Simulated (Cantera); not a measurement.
Input (Python, Cantera) and output of one run.

```python
import numpy as np
import cantera as ct

gas_names = """
    H HNO HNO2 HNO3 HO2 H2 H2O H2O2 N NH NH2 NH3 NH2OH NO NO2 NO3 N2 N2H2 N2H4 N2O O OH O2 O3 Si SiH
    SiH2 SiH3 SiH4 SiN SiO SiO2 Si2 Si2N Si3
""".split()
cond_names = """
    H2O(s) H2O(L) Si(cr) Si(L) SiO2(Lqz) SiO2(hqz) SiO2(L) Si2N2O(s) Si3N4(a)
""".split()


# ... load() reads the species with a 1 bar reference pressure and builds the phases ...
atoms = {
    'SiH4': {'Si': 1, 'H': 4},
    'N2O': {'N': 2, 'O': 1},
    'N2': {'N': 2},
}
top_T = {'Si2N2O(s)': 2100, 'Si3N4(a)': 2400}  # K; cautious upper limits of use, not melting points


# ... equilibrate(T, P, feed) seeds the gas with the atoms and calls Mixture.equilibrate('TP', solver="vcs", rtol=1e-11, max_steps=5000) ...
results = []
feed = {'SiH4': 1, 'N2O': 37, 'N2': 19}  # mol
P = 1000  # Pa
for T in [973, 1048, 1123, 1198, 1273, 1348, 1423, 1498, 1573, 1648, 1723, 1798]:
    mix = equilibrate(T, P, feed)
    results.append((T, P, feed, dict(zip(mix.species_names, mix.species_moles))))
    x = sorted(zip(gas.X, gas.species_names), reverse=True)
    print(f"T = {T:g} K  P = {P:g} Pa  gas = {mix.phase_moles(0):.4g} mol")
    print("   x: " + "  ".join(f"{s} {v:.3e}" for v, s in x if v > 1e-06))
    print("   condensed (mol): " + ("  ".join(f"{mix.phase(i).name} {mix.phase_moles(i):.4g}"
          for i in range(1, mix.n_phases) if mix.phase_moles(i) > 1e-12) or "none"))
```

Result:

```
T = 973 K  P = 1000 Pa  gas = 74.5 mol
   x: N2 7.517e-01  O2 2.215e-01  H2O 2.685e-02  NO 2.313e-05
   condensed (mol): SiO2(hqz) 1
T = 1048 K  P = 1000 Pa  gas = 74.5 mol
   x: N2 7.517e-01  O2 2.215e-01  H2O 2.685e-02  NO 5.191e-05
   condensed (mol): SiO2(hqz) 1
T = 1123 K  P = 1000 Pa  gas = 74.5 mol
   x: N2 7.516e-01  O2 2.214e-01  H2O 2.684e-02  NO 1.046e-04  OH 1.625e-06
   condensed (mol): SiO2(hqz) 1
T = 1198 K  P = 1000 Pa  gas = 74.5 mol
   x: N2 7.516e-01  O2 2.214e-01  H2O 2.684e-02  NO 1.931e-04  OH 4.835e-06
   condensed (mol): SiO2(hqz) 1
T = 1273 K  P = 1000 Pa  gas = 74.5 mol
   x: N2 7.515e-01  O2 2.213e-01  H2O 2.684e-02  NO 3.317e-04  OH 1.266e-05
   condensed (mol): SiO2(hqz) 1
T = 1348 K  P = 1000 Pa  gas = 74.5 mol
   x: N2 7.514e-01  O2 2.212e-01  H2O 2.683e-02  NO 5.363e-04  OH 2.978e-05  O 1.919e-06
   condensed (mol): SiO2(hqz) 1
T = 1423 K  P = 1000 Pa  gas = 74.5 mol
   x: N2 7.513e-01  O2 2.210e-01  H2O 2.681e-02  NO 8.242e-04  OH 6.401e-05  O 6.331e-06
   condensed (mol): SiO2(hqz) 1
T = 1498 K  P = 1000 Pa  gas = 74.5 mol
   x: N2 7.510e-01  O2 2.208e-01  H2O 2.678e-02  NO 1.213e-03  OH 1.274e-04  O 1.854e-05  H2 1.050e-06
   condensed (mol): SiO2(hqz) 1
T = 1573 K  P = 1000 Pa  gas = 74.51 mol
   x: N2 7.508e-01  O2 2.205e-01  H2O 2.672e-02  NO 1.720e-03  OH 2.373e-04  O 4.905e-05  H2 2.732e-06
   condensed (mol): SiO2(hqz) 1
T = 1648 K  P = 1000 Pa  gas = 74.51 mol
   x: N2 7.504e-01  O2 2.201e-01  H2O 2.662e-02  NO 2.362e-03  OH 4.173e-04  O 1.188e-04  H2 6.516e-06  H 2.273e-06
   condensed (mol): SiO2(hqz) 1
T = 1723 K  P = 1000 Pa  gas = 74.52 mol
   x: N2 7.499e-01  O2 2.195e-01  H2O 2.647e-02  NO 3.154e-03  OH 6.976e-04  O 2.664e-04  H2 1.439e-05  H 6.917e-06
   condensed (mol): SiO2(L) 1
T = 1798 K  P = 1000 Pa  gas = 74.54 mol
   x: N2 7.492e-01  O2 2.188e-01  H2O 2.623e-02  NO 4.108e-03  OH 1.115e-03  O 5.584e-04  H2 2.965e-05  H 1.917e-05  NO2 1.062e-06
   condensed (mol): SiO2(L) 0.9999
```

Method: chemical equilibrium by Gibbs-energy minimisation in Cantera with the NASA 1993 tables (ideal gas, pure condensed phases). The tables hold silica as quartz up to 1696 K and as liquid above; real silica turns to tridymite and cristobalite and melts near 1996 K.
